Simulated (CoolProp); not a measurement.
Vapour-liquid equilibrium of R22 (1) + ethanol (2) at 1.27 bar; x and y are mole fractions of (1).

Computed with CoolProp (multi-fluid Helmholtz-energy mixture model, Kamei 1995 and Schroeder 2014; pair parameters Bell 2016).

```
x     bubble temperature, mixture model (°C)  bubble temperature, Raoult's law (°C)  y, mixture model  y, Raoult's law
----  --------------------------------------  -------------------------------------  ----------------  ---------------
0.05                                    38.3                                   50.5             0.873            0.774
0.2                                     -9.7                                    7.2               [?]            0.984
0.35                                   -23.2                                   -9.5               [?]            0.996
0.5                                    -28.7                                  -19.1             0.999            0.999
0.65                                     [?]                                  -25.8             0.999            0.999
0.8                                    -32.6                                  -30.8             1.000            1.000
0.95                                   -34.8                                  -34.7             1.000            1.000
```

Task: Fill in the missing entries.

Result: 
- 0.2, y, mixture model: 0.995
- 0.35, y, mixture model: 0.998
- 0.65, bubble temperature, mixture model (°C): -31.0

The largest gap from Raoult's law is -16.9 K in bubble temperature, at x = 0.2. No azeotrope shows between x = 0.05 and 0.95.

The pair parameters rest on a limited set of measurements; away from them the model extrapolates. With so large a gap from Raoult's law the liquid may split in two, which this calculation doesn't test in full.
